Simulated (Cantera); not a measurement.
Feed: 1 mol C₂H₄, 0.11 mol H₂O, 0.42 mol H₂, equilibrated at 3.40 bar.

Method: chemical equilibrium by Gibbs-energy minimisation in Cantera with the NASA 1993 tables (ideal gas, pure condensed phases). Candidate condensed phases: C, C₆H₆, C₇H₈, C₈H₁₈, H₂O; 110 gas species. Rates play no part.

Over these rows the condensed part is C(graphite). Partial pressures as log10 of bar:

```csv
T (K),1000/T (1/K),log p CO₂,log p H₂,log p CO,log p CH₄
1125,0.8889,-3.02,0.48,-0.90,-0.59
1275,0.7843,-3.86,0.50,-0.85,-1.03
1425,0.7018,-4.57,0.51,-0.85,-1.41
1575,0.6349,-5.15,0.51,-0.85,-1.72
1725,0.5797,?,0.51,-0.85,-1.98
1875,0.5333,-6.01,0.51,-0.85,-2.19
```

Problem. Fit log p(CO₂) = a + b·(1000/T) to the five rows, give the apparent enthalpy, and predict the row at 1725 K.

Solution. Means: 1000/T = 0.7086, log p = -4.522. Sxy = 0.628380, Sxx = 0.0744466, so b = 8.44 and a = -4.522 − (8.44)×0.7086 = -10.50.
Apparent enthalpy: −19.145 × (8.44) = -162 kJ/mol. With the condensed phases at unit activity, 2 CO(g) = CO₂(g) + C(graphite) links this pressure to the main gases: over the six rows their terms move log p by +0.10 in all, so the slope is close to that reaction's ΔH°. The five rows lie within 0.02 of the line.
Prediction at 1725 K: -10.50 + (8.44)×0.5797 = -5.61. The computed value is -5.62, 0.01 from the line.
